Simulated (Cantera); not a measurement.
Nitride etching: Si₃N₄ + O₂ + N₂

Input: 1 mol Si₃N₄, a varied amount of O₂, 85 mol N₂, equilibrated at 977 °C and 6.90 Pa.

These are equilibrium values from Cantera (NASA tables, ideal gas, pure condensed phases), not measurements of a reactor. Candidate condensed phases: Si, SiO₂, Si₂N₂O, Si₃N₄; 16 gas species. Mutual solubility and eutectic melting of coexisting phases are not modelled. The tables hold silica as quartz up to 1696 K and as liquid above; real silica turns to tridymite and cristobalite and melts near 1996 K. Kinetics and transport are ignored.

```json
[
 {"n(O₂) (mol)": "1.5", "x N₂": "1.000", "x O₂": "<1e-12", "x SiO": "0.000244", "x NO": "<1e-12", "x O": "<1e-12", "n SiO₂(β-quartz)": "0.993", "n Si₂N₂O(s)": "0.993"},
 {"n(O₂) (mol)": "1.8", "x N₂": "1.000", "x O₂": "<1e-12", "x SiO": "0.000244", "x NO": "<1e-12", "x O": "<1e-12", "n SiO₂(β-quartz)": "1.39", "n Si₂N₂O(s)": "0.793"},
 {"n(O₂) (mol)": "2.2", "x N₂": "1.000", "x O₂": "<1e-12", "x SiO": "0.000244", "x NO": "<1e-12", "x O": "<1e-12", "n SiO₂(β-quartz)": "1.93", "n Si₂N₂O(s)": "0.526"},
 {"n(O₂) (mol)": "2.6", "x N₂": "1.000", "x O₂": "<1e-12", "x SiO": "0.000244", "x NO": "<1e-12", "x O": "<1e-12", "n SiO₂(β-quartz)": "2.46", "n Si₂N₂O(s)": "0.260"},
 {"n(O₂) (mol)": "3.1", "x N₂": "0.999", "x O₂": "0.00114", "x SiO": "<1e-12", "x NO": "2.34e-5", "x O": "2.81e-7", "n SiO₂(β-quartz)": "3.00", "n Si₂N₂O(s)": "0"},
 {"n(O₂) (mol)": "3.7", "x N₂": "0.992", "x O₂": "0.00795", "x SiO": "<1e-12", "x NO": "6.16e-5", "x O": "7.43e-7", "n SiO₂(β-quartz)": "3.00", "n Si₂N₂O(s)": "0"},
 {"n(O₂) (mol)": "4.4", "x N₂": "0.984", "x O₂": "0.0158", "x SiO": "<1e-12", "x NO": "8.65e-5", "x O": "1.05e-6", "n SiO₂(β-quartz)": "3.00", "n Si₂N₂O(s)": "0"},
 {"n(O₂) (mol)": "5.2", "x N₂": "0.975", "x O₂": "0.0246", "x SiO": "<1e-12", "x NO": "0.000107", "x O": "1.31e-6", "n SiO₂(β-quartz)": "3.00", "n Si₂N₂O(s)": "0"},
 {"n(O₂) (mol)": "6.2", "x N₂": "0.964", "x O₂": "0.0354", "x SiO": "<1e-12", "x NO": "0.000128", "x O": "1.57e-6", "n SiO₂(β-quartz)": "3.00", "n Si₂N₂O(s)": "0"},
 {"n(O₂) (mol)": "7.4", "x N₂": "0.952", "x O₂": "0.0481", "x SiO": "<1e-12", "x NO": "0.000148", "x O": "1.83e-6", "n SiO₂(β-quartz)": "3.00", "n Si₂N₂O(s)": "0"},
 {"n(O₂) (mol)": "8.8", "x N₂": "0.937", "x O₂": "0.0624", "x SiO": "<1e-12", "x NO": "0.000168", "x O": "2.08e-6", "n SiO₂(β-quartz)": "3.00", "n Si₂N₂O(s)": "0"},
 {"n(O₂) (mol)": "10", "x N₂": "0.925", "x O₂": "0.0744", "x SiO": "<1e-12", "x NO": "0.000182", "x O": "2.27e-6", "n SiO₂(β-quartz)": "3.00", "n Si₂N₂O(s)": "0"},
 {"n(O₂) (mol)": "12", "x N₂": "0.906", "x O₂": "0.0936", "x SiO": "<1e-12", "x NO": "0.000202", "x O": "2.55e-6", "n SiO₂(β-quartz)": "3.00", "n Si₂N₂O(s)": "0"}
]
```
x: gas mole fraction; n: condensed amount in mol.

From 1.5 mol O₂ to 2.6 mol O₂ the condensed part is SiO₂(β-quartz) + Si₂N₂O(s). From 3.1 mol O₂ to 12 mol O₂ the condensed part is SiO₂(β-quartz).
